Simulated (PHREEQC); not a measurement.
1 kg of water holding 0.021 mol KOH meets 20 L of dry gas (CO2 0.5, CH4 0.5 by moles) at fixed total pressure, at 25 °C; fugacities by Peng-Robinson. The gases take part in no redox reaction, some water evaporates into the gas, and hydrates or a liquid gas phase aren't modelled. Nothing may precipitate in this run.

Model: ion-association model, phreeqc.dat, run in PHREEQC.

| P (atm) | dissolved CO2 (all carbonate carbon) (mol/kgw) | φ of CO2 | p of CO2 (atm) | dissolved CH4 (mol/kgw) | φ of CH4 |
|---|---|---|---|---|---|
| 1 | 0.0366 | 0.995 | 0.462 | 0.000794 | 0.998 |
| 2 | [?] | 0.989 | 0.952 | 0.00159 | 0.996 |
| 3 | 0.0690 | 0.984 | 1.44 | 0.00237 | 0.994 |
| 5 | [?] | 0.973 | 2.42 | 0.00393 | 0.990 |
| 7.5 | [?] | 0.960 | 3.65 | 0.00585 | 0.984 |
| 10 | 0.176 | 0.947 | 4.88 | 0.00773 | 0.979 |
| 15 | [?] | 0.921 | 7.34 | 0.0114 | 0.969 |
| 20 | 0.314 | 0.896 | 9.81 | 0.0149 | 0.960 |
| 30 | 0.433 | 0.846 | 14.8 | 0.0216 | 0.941 |
| 40 | 0.535 | 0.798 | 19.7 | 0.0279 | 0.924 |

Question: What belongs in the gaps?

Answer: 
- 2, dissolved CO2 (all carbonate carbon) (mol/kgw): 0.0529
- 5, dissolved CO2 (all carbonate carbon) (mol/kgw): 0.101
- 7.5, dissolved CO2 (all carbonate carbon) (mol/kgw): 0.139
- 15, dissolved CO2 (all carbonate carbon) (mol/kgw): 0.247
